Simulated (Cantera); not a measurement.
SiHCl3 + C2H4 + H2 (silicon carbide growth)

Charge: 1 mol SiHCl3, 0.49 mol C2H4, 1.5 mol H2, at 17.3 Torr.

These are equilibrium values from Cantera (NASA tables, ideal gas, pure condensed phases), not measurements of a reactor. Candidate condensed phases: C, C6H6, C7H8, C8H18, Si, SiC; 109 gas species. The tables' values for SiCl3, SiCl are old estimates; treat these amounts as uncertain. Rates play no part.

From 1723 K to 2023 K the condensed part is C(graphite) + SiC(s). The main Si-bearing gas is SiCl2 throughout. The share of Si in condensed phases is highest at 1723 K (76.6 %) and lowest at 2023 K (62.3 %).

```
T (K)  log p HCl  log p H2  log p SiCl2  log p H  log p Cl  n C(graphite)  n SiC(s)
-----  ---------  --------  -----------  -------  --------  -------------  --------
1723       -1.89     -2.05        -2.97    -4.76     -4.71          0.213     0.766
1773       -1.90     -2.05        -2.92    -4.57     -4.54          0.236     0.743
1823       -1.91     -2.04        -2.87    -4.38     -4.37          0.260     0.719
1873       -1.92     -2.04        -2.83    -4.21     -4.21          0.284     0.695
1923       -1.93     -2.03        -2.79    -4.04     -4.06          0.308     0.671
1973       -1.94     -2.03        -2.76    -3.88     -3.92          0.331     0.647
2023       -1.95     -2.02        -2.73    -3.73     -3.79          0.354     0.623
```
log p: log10 of the partial pressure in bar; n: condensed amount in mol.
